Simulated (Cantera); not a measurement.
## Thermodynamics of titanium nitride, carbide and oxide coatings, feed Ti + CH₄

Input: 1 mol Ti, 0.21 mol CH₄, equilibrated at 85.0 Pa.

Equilibrium computed with Cantera from the NASA thermochemical tables; the gas is ideal and each condensed phase is pure. Candidate condensed phases: C, C₆H₆, C₇H₈, C₈H₁₈, Ti, TiC; 77 gas species. Mutual solubility and eutectic melting of coexisting phases are not modelled. TiC: taken at fixed stoichiometry. Condensed phases not in the tables: N, O or C dissolved in the metal. The numbers say what is thermodynamically allowed, not how fast it happens.

```csv
T (K),log p H₂,log p H,log p Ti,n Ti(β),n TiC(s)
1225,-3.07,-8.04,-12.57,0.790,0.210
1275,-3.07,-7.67,-11.80,0.790,0.210
1325,-3.07,-7.32,-11.09,0.790,0.210
1375,-3.07,-7.00,-10.42,0.790,0.210
1425,-3.07,-6.70,-9.81,0.790,0.210
1475,-3.07,-6.42,-9.24,0.790,0.210
1525,-3.07,-6.16,-8.71,0.790,0.210
1575,-3.07,-5.92,-8.21,0.790,0.210
1625,-3.07,-5.69,-7.74,0.790,0.210
1675,-3.07,-5.47,-7.30,0.790,0.210
1725,-3.07,-5.27,-6.89,0.790,0.210
1775,-3.08,-5.08,-6.50,0.790,0.210
1825,-3.08,-4.89,-6.13,0.790,0.210
1875,-3.08,-4.72,-5.78,0.789,0.210
```
log p: log10 of the partial pressure in bar; n: condensed amount in mol.

From 1225 K to 1875 K the condensed part is Ti(β) + TiC(s).
